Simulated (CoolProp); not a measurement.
Carbon dioxide along the isobar 38.5 bar: Z from the reference equation and from simpler models built on Tc = 304.1 K, pc = 73.77 bar, ω = 0.224; each cubic takes its own stable root.

Values from CoolProp's reference Helmholtz-energy equation of state, Span 1996.

| T (K) | phase | reference |
|---|---|---|
| 287.4 | gas | 0.7286 |
| 326 | gas | 0.8436 |
| 364.7 | gas | 0.8994 |
| 403.3 | gas | 0.9321 |
| 441.9 | gas | 0.9531 |
| 480.6 | gas | 0.9675 |
| 519.2 | gas | 0.9776 |
| 557.9 | gas | 0.9849 |
| 596.5 | gas | 0.9904 |

Question: How far does each simpler model (van der Waals, Redlich-Kwong, Soave-Redlich-Kwong, Peng-Robinson) lie from the reference over these 9 states: mean and median of the absolute difference, and the worst?

Answer: 
- van der Waals: mean 1.9 %, median 1.5 %, worst +7.2 % at 287.4 K and 38.5 bar
- Redlich-Kwong: mean 1.0 %, median 0.9 %, worst +2.2 % at 287.4 K and 38.5 bar
- Soave-Redlich-Kwong: mean 0.7 %, median 0.8 %, worst +1.0 % at 287.4 K and 38.5 bar
- Peng-Robinson: mean 0.7 %, median 0.5 %, worst -1.7 % at 326 K and 38.5 bar
